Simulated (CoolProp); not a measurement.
Sulfur dioxide along the isobar 136 bar: fugacity coefficient from the reference equation and from simpler models built on Tc = 430.6 K, pc = 78.87 bar, ω = 0.256; each cubic takes its own stable root.

Model: reference Helmholtz-energy equation of state, Gao 2016, in CoolProp.

```json
[
 {"T (K)": "222.9", "phase": "liquid", "reference": "0.001120", "van der Waals": "0.03179", "Redlich-Kwong": "0.002923", "Soave-Redlich-Kwong": "0.001149"},
 {"T (K)": "231.3", "phase": "liquid", "reference": "0.001887", "van der Waals": "0.03940", "Redlich-Kwong": "0.004632", "Soave-Redlich-Kwong": "0.001935"},
 {"T (K)": "239.6", "phase": "liquid", "reference": "0.003024", "van der Waals": "0.04796", "Redlich-Kwong": "0.007004", "Soave-Redlich-Kwong": "0.003104"},
 {"T (K)": "248", "phase": "liquid", "reference": "0.004690", "van der Waals": "0.05771", "Redlich-Kwong": "0.01026", "Soave-Redlich-Kwong": "0.004818"},
 {"T (K)": "256.4", "phase": "liquid", "reference": "0.007021", "van der Waals": "0.06856", "Redlich-Kwong": "0.01455", "Soave-Redlich-Kwong": "0.007225"},
 {"T (K)": "264.8", "phase": "liquid", "reference": "0.01018", "van der Waals": "0.08052", "Redlich-Kwong": "0.02003", "Soave-Redlich-Kwong": "0.01050"},
 {"T (K)": "273.1", "phase": "liquid", "reference": "0.01430", "van der Waals": "0.09342", "Redlich-Kwong": "0.02678", "Soave-Redlich-Kwong": "0.01478"},
 {"T (K)": "281.5", "phase": "liquid", "reference": "0.01966", "van der Waals": "0.1076", "Redlich-Kwong": "0.03510", "Soave-Redlich-Kwong": "0.02037"},
 {"T (K)": "289.9", "phase": "liquid", "reference": "0.02640", "van der Waals": "0.1227", "Redlich-Kwong": "0.04505", "Soave-Redlich-Kwong": "0.02741"},
 {"T (K)": "298.3", "phase": "liquid", "reference": "0.03471", "van der Waals": "0.1390", "Redlich-Kwong": "0.05674", "Soave-Redlich-Kwong": "0.03613"},
 {"T (K)": "306.6", "phase": "liquid", "reference": "0.04462", "van der Waals": "0.1559", "Redlich-Kwong": "0.07005", "Soave-Redlich-Kwong": "0.04656"},
 {"T (K)": "315", "phase": "liquid", "reference": "0.05654", "van der Waals": "0.1741", "Redlich-Kwong": "0.08537", "Soave-Redlich-Kwong": "0.05912"},
 {"T (K)": "323.4", "phase": "liquid", "reference": "0.07050", "van der Waals": "0.1930", "Redlich-Kwong": "0.1026", "Soave-Redlich-Kwong": "0.07386"},
 {"T (K)": "331.8", "phase": "liquid", "reference": "0.08659", "van der Waals": "0.2129", "Redlich-Kwong": "0.1216", "Soave-Redlich-Kwong": "0.09088"},
 {"T (K)": "340.1", "phase": "liquid", "reference": "0.1047", "van der Waals": "0.2332", "Redlich-Kwong": "0.1423", "Soave-Redlich-Kwong": "0.1100"}
]
```
